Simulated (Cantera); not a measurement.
An adiabatic, constant-pressure homogeneous reactor starts with H2 : O2 : N2 = 1 : 0.333 : 1.25 (molar parts), at 975 K and 1.01 bar. Integrator tolerance rtol = 1e-08.

Model: the H2/O2 subset of GRI-Mech 3.0, which has no nitrogen chemistry, integrated in Cantera.

| quantity | before | after |
|---|---|---|
| time of steepest temperature rise | 0.911 ms | 0.900 ms |
| temperature at 1.00 s | 2654 K | 2899 K |
| equilibrium temperature | 2654 K | 2899 K |
| x(H2) at 1.00 s | 0.143 (gas-phase equilibrium 0.143) | 0.144 (gas-phase equilibrium 0.144) |
| x(O2) at 1.00 s | 0.000557 (gas-phase equilibrium 0.000557) | 0.00132 (gas-phase equilibrium 0.00132) |
| x(O) at 1.00 s | 0.000700 (gas-phase equilibrium 0.000700) | 0.00176 (gas-phase equilibrium 0.00176) |
| x(HO2) at 1.00 s | 4.10e-7 (gas-phase equilibrium 4.10e-7) | 1.64e-6 (gas-phase equilibrium 1.64e-6) |
| x(H) at 1.00 s | 0.0181 (gas-phase equilibrium 0.0181) | 0.0267 (gas-phase equilibrium 0.0267) |
| x(H2O2) at 1.00 s | 6.44e-8 (gas-phase equilibrium 6.44e-8) | 2.37e-7 (gas-phase equilibrium 2.37e-7) |

Task: Name the change that produced these shifts.
A) initial temperature 975 to 1098 K
B) initial temperature 975 to 1400 K
C) constant volume in place of constant pressure
D) pressure from 1.01 bar to 4.20 bar

Result: C, constant volume in place of constant pressure
